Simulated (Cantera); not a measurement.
An adiabatic, constant-pressure homogeneous reactor starts with 7.14 % CH3OH, 7.14 % O2, 85.7 % N2, equivalence ratio 1.5, at 1648 K and 7.50 bar.

Model: GRI-Mech 3.0 (53 species, 325 reactions), integrated in Cantera. GRI-Mech 3.0 was tuned for natural gas; its chemistry of methanol as a main component is partial and can be far from experiment.

x: mole fraction; the columns are a selection and need not sum to one.

| t (s) | T (K) | x CH3OH | x O2 | x CH3 | x O | x HCN |
|---|---|---|---|---|---|---|
| 5.00e-6 | 1650 | 0.0673 | 0.0695 | 2.35e-5 | 4.57e-7 | 1.29e-10 |
| 1.12e-5 | 1702 | 0.0421 | 0.0577 | 1.77e-5 | 3.27e-6 | [?] |
| 2.51e-5 | 2213 | <1e-12 | 0.00216 | 2.42e-12 | 0.00138 | [?] |
| 5.62e-5 | 2323 | <1e-12 | 0.000286 | 1.12e-12 | 0.000161 | 7.30e-10 |
| 0.000126 | 2346 | <1e-12 | 5.37e-5 | 1.10e-12 | 3.04e-5 | [?] |
| 0.000282 | 2352 | <1e-12 | 1.96e-5 | 1.25e-12 | 1.18e-5 | [?] |
| 0.000631 | 2353 | <1e-12 | 1.62e-5 | 1.30e-12 | 9.95e-6 | [?] |
| 0.00141 | 2353 | <1e-12 | 1.62e-5 | 1.30e-12 | 9.91e-6 | [?] |
| 0.00317 | 2353 | <1e-12 | 1.61e-5 | 1.30e-12 | 9.90e-6 | [?] |
| 0.00710 | 2353 | <1e-12 | 1.61e-5 | 1.31e-12 | 9.87e-6 | [?] |
| 0.0159 | 2352 | <1e-12 | 1.60e-5 | 1.32e-12 | 9.83e-6 | [?] |
| 0.0356 | 2352 | <1e-12 | 1.60e-5 | 1.32e-12 | 9.82e-6 | 2.34e-8 |
| 0.0797 | 2352 | <1e-12 | 1.60e-5 | 1.32e-12 | 9.81e-6 | 2.36e-8 |
| 0.179 | 2352 | <1e-12 | 1.60e-5 | 1.32e-12 | 9.81e-6 | 2.36e-8 |
| 0.400 | 2352 | <1e-12 | 1.60e-5 | 1.32e-12 | 9.81e-6 | 2.36e-8 |

Complete the blanks.


- 1.12e-5, x HCN: 1.28e-9
- 2.51e-5, x HCN: 1.63e-9
- 0.000126, x HCN: 2.34e-9
- 0.000282, x HCN: 6.02e-9
- 0.000631, x HCN: 9.32e-9
- 0.00141, x HCN: 1.05e-8
- 0.00317, x HCN: 1.26e-8
- 0.00710, x HCN: 1.63e-8
- 0.0159, x HCN: 2.10e-8
